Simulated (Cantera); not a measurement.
Standard-state values (1 bar) from the NASA 1993 polynomials, evaluated with Cantera. Values are per mole of reaction as written; species without (g) are pure solids or liquids, kept so even where they would boil at 1 bar.

Task: Between 1175 and 2775 K, where is each reaction favourable under standard conditions?
- N2(g) + 4 SrO + 8 OH(g) → 2 NO2(g) + 4 Sr(OH)2

Result: 
- N2(g) + 4 SrO + 8 OH(g) → 2 NO2(g) + 4 Sr(OH)2: ΔG° is -632 kJ at 1175 K and 468 kJ at 2775 K; it changes sign between 1975 and 2175 K. ΔH° is -1261 kJ and ΔS° -623 J/K at 2775 K.
